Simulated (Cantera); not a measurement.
An isothermal, constant-pressure homogeneous reactor starts with CO : O2 : H2O : N2 = 0.0024 : 0.0027 : 0.056 : 1 (molar parts), equivalence ratio 0.44, at 900 K and 35000 Pa. Integrator tolerance rtol = 1e-08.

Model: GRI-Mech 3.0 (53 species, 325 reactions), integrated in Cantera.

What does this change do: temperature 900 to 1475 K?


```tsv
quantity	before	after
x(CO) at 2.00 s	0.00119 (gas-phase equilibrium <1e-12)	5.93e-7 (gas-phase equilibrium 3.49e-7)
x(O2) at 2.00 s	0.00206 (gas-phase equilibrium 0.00141)	0.00141 (gas-phase equilibrium 0.00136)
x(H2O) at 2.00 s	0.0527 (gas-phase equilibrium 0.0528)	0.0528 (gas-phase equilibrium 0.0528)
x(OH) at 2.00 s	5.99e-7 (gas-phase equilibrium 3.56e-9)	2.21e-5 (gas-phase equilibrium 1.69e-5)
x(NO) at 2.00 s	4.95e-11 (gas-phase equilibrium 8.33e-7)	2.02e-7 (gas-phase equilibrium 9.58e-5)
x(NO2) at 2.00 s	1.12e-12 (gas-phase equilibrium 4.71e-9)	5.98e-11 (gas-phase equilibrium 2.64e-8)
x(O) at 2.00 s	4.28e-7 (gas-phase equilibrium <1e-12)	3.10e-7 (gas-phase equilibrium 1.80e-7)
```
